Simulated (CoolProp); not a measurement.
Vapour-liquid equilibrium of CH2F2 (R32) (1) + isobutane (2) at 676 kPa; x and y are mole fractions of (1).

Model: multi-fluid Helmholtz-energy mixture model, Tillner-Roth 1997 and Bücker 2006; pair parameters Bell 2016, in CoolProp.

```json
[
 {"x": "0.05", "bubble temperature (°C)": "29.3", "y at the bubble point": "0.396", "dew temperature at overall composition x (°C)": "47.2", "liquid density (mol/L)": "9.566"},
 {"x": "0.15", "bubble temperature (°C)": "6.6", "y at the bubble point": "0.708", "dew temperature at overall composition x (°C)": "42.5", "liquid density (mol/L)": "10.54"},
 {"x": "0.25", "bubble temperature (°C)": "-2.3", "y at the bubble point": "0.794", "dew temperature at overall composition x (°C)": "37.4", "liquid density (mol/L)": "11.29"},
 {"x": "0.35", "bubble temperature (°C)": "-5.6", "y at the bubble point": "0.823", "dew temperature at overall composition x (°C)": "32.0", "liquid density (mol/L)": "12.00"},
 {"x": "0.45", "bubble temperature (°C)": "-6.6", "y at the bubble point": "0.833", "dew temperature at overall composition x (°C)": "26.1", "liquid density (mol/L)": "12.75"},
 {"x": "0.55", "bubble temperature (°C)": "-6.8", "y at the bubble point": "0.835", "dew temperature at overall composition x (°C)": "19.4", "liquid density (mol/L)": "13.60"},
 {"x": "0.65", "bubble temperature (°C)": "-6.9", "y at the bubble point": "0.836", "dew temperature at overall composition x (°C)": "11.7", "liquid density (mol/L)": "14.64"},
 {"x": "0.75", "bubble temperature (°C)": "-7.1", "y at the bubble point": "0.841", "dew temperature at overall composition x (°C)": "2.4", "liquid density (mol/L)": "15.92"},
 {"x": "0.85", "bubble temperature (°C)": "-7.3", "y at the bubble point": "0.860", "dew temperature at overall composition x (°C)": "-7.2", "liquid density (mol/L)": "17.53"},
 {"x": "0.95", "bubble temperature (°C)": "-6.8", "y at the bubble point": "0.925", "dew temperature at overall composition x (°C)": "-6.5", "liquid density (mol/L)": "19.52"}
]
```

y crosses x between x = 0.85 and 0.95: the model has an azeotrope there.

Pair parameters are fitted to limited data, so mixtures are less certain than the pure fluids. With so large a gap from Raoult's law the liquid may split in two, which this calculation doesn't test in full.
